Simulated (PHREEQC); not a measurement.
A solution holds 0.22 mol HF, 0.0082 mol H2SiF6, 0.0086 mol H3BO3 and 0.0026 mol H2SO4 per kg of water, at 25 °C. Closed to the air; pH follows from the charge balance.

All values are PHREEQC results (ion-association model, phreeqc.dat), not measurements.

Precipitation was switched off in this run.

Q: Order these F species by the share of F that they hold, largest first: F-, BF4-, SiF6-2, HF2-, HF.

A: HF (65 %), SiF6-2 (18 %), BF4- (13 %), HF2- (2.3 %), F- (1.7 %)

The pH is 1.51 and the ionic strength 0.0454 mol/kgw. Complexes and solids missing from the database can't appear. SiF6-2 is the database's only silicon fluoride. Real BF4- forms and hydrolyses slowly; the run takes it at equilibrium.
